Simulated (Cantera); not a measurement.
Input: 1 mol Si₃N₄, 0.0017 mol H₂O, 840 mol N₂, equilibrated at 1.00 bar.

Method: chemical equilibrium by Gibbs-energy minimisation in Cantera with the NASA 1993 tables (ideal gas, pure condensed phases). Candidate condensed phases: H₂O, Si, SiO₂, Si₂N₂O, Si₃N₄; 35 gas species. Mutual solubility and eutectic melting of coexisting phases are not modelled. Equilibrium is a limit: real reactors are often held back by kinetics, nucleation or transport.

x: gas mole fraction; n: condensed amount in mol.

```csv
T (K),x N₂,x Si,x SiN,x SiO,x H₂,x H,x Si₂N,n Si₂N₂O(s),n Si₃N₄(s)
1298,1.000,<1e-12,<1e-12,2.27e-11,2.02e-6,1.52e-9,<1e-12,0.00170,0.999
1398,1.000,<1e-12,<1e-12,1.06e-9,2.02e-6,6.73e-9,<1e-12,0.00170,0.999
1498,1.000,1.28e-11,1.66e-11,2.94e-8,2.01e-6,2.44e-8,<1e-12,0.00168,0.999
1598,1.000,4.09e-10,3.55e-10,5.33e-7,1.99e-6,7.50e-8,2.60e-12,0.00125,0.999
1698,1.000,8.62e-9,5.25e-9,2.02e-6,1.92e-6,2.01e-7,1.25e-10,0,0.999
1798,1.000,[?],5.73e-8,2.02e-6,1.79e-6,[?],[?],0,0.999
1898,1.000,[?],4.84e-7,2.02e-6,[?],[?],[?],0,0.999
1998,1.000,1.25e-5,3.28e-6,2.02e-6,1.16e-6,1.73e-6,1.27e-6,0,0.994
```

Q: Some entries are withheld; supply them.

A: 
- 1898, x Si: 1.44e-6
- 1898, x H₂: 1.54e-6
- 1898, x H: 9.69e-7
- 1898, x Si₂N: 8.20e-8
- 1798, x Si: 1.29e-7
- 1798, x H: 4.71e-7
- 1798, x Si₂N: 3.85e-9
